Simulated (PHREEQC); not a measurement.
A solution holds 0.34 mol/kgw HF, 0.00045 mol/kgw (CH3)4NF, 0.0014 mol/kgw (NH4)2SiF6 and 0.029 mol/kgw HCl, at 25 °C. Closed to the air; pH follows from the charge balance.

Computed with PHREEQC (ion-association model, wateq4f.dat).

No solid was allowed to form.

Task: Order these F species by the share of F that they hold, largest first: HF2-, SiF6-2, F-, H2F2, HF.

Result: HF (50 %), H2F2 (45 %), SiF6-2 (2.4 %), HF2- (1.7 %), F- (1.3 %)

The pH is 1.51 and the ionic strength 0.0408 mol/kgw. (CH3)4N+ isn't in the database: it is added as a free cation with an ion size of 4 Å. wateq4f.dat counts part of the HF as a dimer, H2F2, which phreeqc.dat doesn't know; its constant is uncertain. SiF6-2 is the database's only silicon fluoride.
